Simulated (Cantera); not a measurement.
**Equilibrium for metals in furnace atmospheres: Fe + SO2 + H2 + CO**

Input: 1 mol Fe, 0.15 mol SO2, 96 mol H2, 8.3 mol CO, at 4.10 mbar.

Cantera equilibrium calculation (NASA polynomials, part measured and part estimated; ideal gas, pure solids and liquids). Candidate condensed phases: C, C6H6, C7H8, C8H18, Fe, Fe(CO)5, FeO, Fe(OH)2, Fe(OH)3, FeS, FeSO4, FeS2, Fe2O3, Fe2(SO4)3, Fe3O4, H2O, H2SO4, S; 127 gas species. Mutual solubility and eutectic melting of coexisting phases are not modelled. FeS: taken at fixed stoichiometry. Condensed phases not in the tables: cementite and carbon dissolved in iron. Kinetics and transport are ignored.

At 725 K the condensed part is C(graphite) + Fe(α) + FeS(s). From 825 K to 1025 K the condensed part is Fe(α) + FeS(s). At 1125 K the condensed part is Fe(α). From 1225 K to 1625 K the condensed part is Fe(γ).

| T (K) | log p H2 | log p CO | log p H2O | log p CH4 | log p CO2 | n C(graphite) | n Fe(α) | n FeS(s) | n Fe(γ) |
|---|---|---|---|---|---|---|---|---|---|
| 725 | -2.43 | -3.79 | -3.94 | -4.15 | -4.42 | 1.73 | 0.855 | 0.145 | 0 |
| 825 | -2.43 | -3.51 | -4.76 | -4.97 | -5.29 | 0 | 0.870 | 0.130 | 0 |
| 925 | -2.42 | -3.49 | -4.98 | -6.26 | -5.74 | 0 | 0.906 | 0.0942 | 0 |
| 1025 | -2.43 | -3.49 | -4.97 | -7.50 | -5.92 | 0 | 0.978 | 0.0220 | 0 |
| 1125 | -2.43 | -3.49 | -4.96 | -8.53 | -6.06 | 0 | 1.00 | 0 | 0 |
| 1225 | -2.43 | -3.49 | -4.95 | -9.40 | -6.18 | 0 | 0 | 0 | 1.000 |
| 1325 | -2.43 | -3.49 | -4.95 | -10.13 | -6.28 | 0 | 0 | 0 | 1.000 |
| 1425 | -2.43 | -3.49 | -4.94 | -10.76 | -6.36 | 0 | 0 | 0 | 0.999 |
| 1525 | -2.43 | -3.49 | -4.94 | -11.30 | -6.43 | 0 | 0 | 0 | 0.994 |
| 1625 | -2.43 | -3.49 | -4.94 | -11.78 | -6.50 | 0 | 0 | 0 | 0.956 |
log p: log10 of the partial pressure in bar; n: condensed amount in mol.
